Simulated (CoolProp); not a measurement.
Properties of n-perfluorohexane along the isobar 7320 kPa (Tc = 174.9 °C, pc = 1742 kPa, ω = 0.497).

Values from CoolProp's reference Helmholtz-energy equation of state, Gao 2022.

```tsv
T (°C)	phase	density (kg/m³)	cv (kJ/(kg K))	speed of sound (m/s)	expansivity (1/kK)
60.05	liquid	1613	0.8986	480.1	1.707
69.35	liquid	1587	0.9100	458.4	1.765
78.55	liquid	1561	0.9210	437.0	1.828
87.75	liquid	1534	0.9317	415.8	1.900
97.05	liquid	1507	0.9423	394.5	1.980
106.25	liquid	1479	0.9525	373.7	2.068
115.45	liquid	1450	0.9626	353.2	2.166
124.75	liquid	1421	0.9725	332.9	2.275
```
